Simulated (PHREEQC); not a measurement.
Dissolve 0.011 mol/kgw MnSO4, 0.00031 mol/kgw H3AsO4, 0.081 mol/kgw HCl and 0.018 mol/kgw Na2SO4 at 20 °C. Closed to the air; pH follows from the charge balance.

Model: ion-association model, wateq4f.dat, run in PHREEQC.

Each row changes one thing in this solution. No solid was allowed to form.

```tsv
case	pH	ionic strength (mol/kgw)	HSO4- (mol/kgw)	SO4-2 (mol/kgw)	H3AsO4 (mol/kgw)	H2AsO4- (mol/kgw)
as made	1.29	0.134	0.0180	0.00895	0.000273	3.75e-5
HCl from 0.081 to 0.0081 mol/kgw	___	0.0808	0.00355	0.0202	0.000115	0.000195
Na2SO4 left out	1.22	0.105	0.00743	0.00294	0.000278	3.17e-5
MnSO4 replaced by Rb2SO4 at the same molality	1.29	0.129	0.0190	0.00946	0.000272	3.79e-5
Na2SO4 from 0.018 to 0.18 mol/kgw	1.69	0.469	0.0548	0.0979	___	8.78e-5
```

Q: What belongs in the gaps?

A: 
- HCl from 0.081 to 0.0081 mol/kgw, pH: 2.40
- Na2SO4 from 0.018 to 0.18 mol/kgw, H3AsO4 (mol/kgw): 0.000222

The database has no arsenate complexes of Mn.
